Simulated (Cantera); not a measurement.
A Cantera script and its output.

```python
import numpy as np
import cantera as ct

gas = ct.Solution("gri30.yaml")
gas.TPX = 625, 100000, {'CO': 1, 'H2': 0.15, 'CH4': 0.067, 'O2': 0.806, 'N2': 3.3, 'CO2': 0.46}
flame = ct.FreeFlame(gas, width=0.04)
flame.set_refine_criteria(ratio=3, slope=0.08, curve=0.16)
flame.transport_model = "mixture-averaged"
flame.solve(loglevel=0, auto=True)
z, T = flame.grid, flame.T
thick = (T[-1] - T[0]) / np.gradient(T, z).max()
show = ['CO', 'H2', 'CH4', 'NO', 'OH', 'CH2O']
print(f"laminar burning velocity  {flame.velocity[0] * 100:.3f} cm/s")
print(f"burnt temperature         {T[-1]:.1f} K")
print(f"thermal thickness         {thick * 1e3:.4f} mm")
print(f"grid points               {len(z)}")
z0 = z[flame.heat_release_rate.argmax()]
print(f"{'z/mm':>9s}{'T/K':>9s}{'u/(m/s)':>9s}" + "".join(f"{s:>11s}" for s in show))
rows = []
for k in (-3, -2, -1.5, -1, -0.5, -0.25, 0, 0.25, 0.5, 1, 2, 4, 8):
    zz = z0 + k * thick
    rows.append([k * thick, np.interp(zz, z, T), np.interp(zz, z, flame.velocity),
                 *(np.interp(zz, z, flame.X[gas.species_index(s)]) for s in show)])
    print(f"{rows[-1][0] * 1e3:9.3f}{rows[-1][1]:9.1f}{rows[-1][2]:9.3f}" + "".join(f"{x:11.3e}" for x in rows[-1][3:]))
```

Result:

```
laminar burning velocity  131.129 cm/s
burnt temperature         2237.6 K
thermal thickness         0.6592 mm
grid points               139
     z/mm      T/K  u/(m/s)         CO         H2        CH4         NO         OH       CH2O
   -1.978    625.0    1.311  1.729e-01  2.590e-02  1.159e-02  3.865e-14  5.645e-15  2.603e-11
   -1.318    625.0    1.311  1.729e-01  2.578e-02  1.159e-02  7.373e-13  1.975e-13  6.408e-10
   -0.989    625.0    1.311  1.730e-01  2.551e-02  1.159e-02  7.059e-12  3.880e-12  7.592e-09
   -0.659    625.7    1.311  1.731e-01  2.459e-02  1.159e-02  1.422e-10  3.185e-10  2.120e-07
   -0.330    657.9    1.374  1.726e-01  2.090e-02  1.130e-02  1.232e-08  4.979e-06  1.789e-05
   -0.165    848.5    1.764  1.654e-01  1.615e-02  8.993e-03  1.738e-07  1.769e-04  7.408e-05
    0.000   1227.6    2.525  1.424e-01  9.196e-03  2.224e-03  1.221e-06  1.277e-03  9.620e-05
    0.165   1467.5    2.974  1.091e-01  4.000e-03  4.553e-05  4.195e-06  2.855e-03  4.470e-06
    0.330   1598.4    3.200  8.598e-02  3.136e-03  4.558e-07  8.051e-06  3.910e-03  5.934e-08
    0.659   1744.7    3.450  6.650e-02  3.059e-03  3.037e-11  1.453e-05  4.884e-03  1.733e-10
    1.318   1876.8    3.677  5.533e-02  2.519e-03  7.754e-17  2.248e-05  5.068e-03  6.470e-11
    2.637   1987.9    3.863  4.492e-02  1.882e-03  8.354e-18  3.299e-05  4.725e-03  3.064e-11
    5.274   2078.9    4.012  3.482e-02  1.358e-03  1.816e-18  5.134e-05  4.164e-03  1.618e-11
```

Detailed kinetics in Cantera: GRI-Mech 3.0 (53 species, 325 reactions). Burning velocities carry a grid error of a few per cent, more on coarse grids.
